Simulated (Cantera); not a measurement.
Feed: 1 mol LiOH, 0.45 mol H2O, at 1.35 Torr.

Method: chemical equilibrium by Gibbs-energy minimisation in Cantera with the NASA 1993 tables (ideal gas, pure condensed phases). Candidate condensed phases: H2O, Li, LiH, LiOH, Li2O; 17 gas species. Kinetics and transport are ignored.

Which condensed phases are stable at each of these points (T (K)): 998, 1073, 1148, 1223, 1298, 1373, 1448, 1523, 1598, 1673, 1748, 1823, 1898?


```tsv
T (K)	condensed phases	Li condensed (%)
998	Li2O(s)	100.0
1073	Li2O(s)	99.8
1148	Li2O(s)	99.1
1223	Li2O(s)	97.3
1298	Li2O(s)	92.5
1373	Li2O(s)	81.6
1448	Li2O(s)	59.4
1523	Li2O(s)	21.4
1598	gas only	0.0
1673	gas only	0.0
1748	gas only	0.0
1823	gas only	0.0
1898	gas only	0.0
```

From 998 K to 1523 K the condensed part is Li2O(s). From 1598 K to 1898 K nothing is condensed.
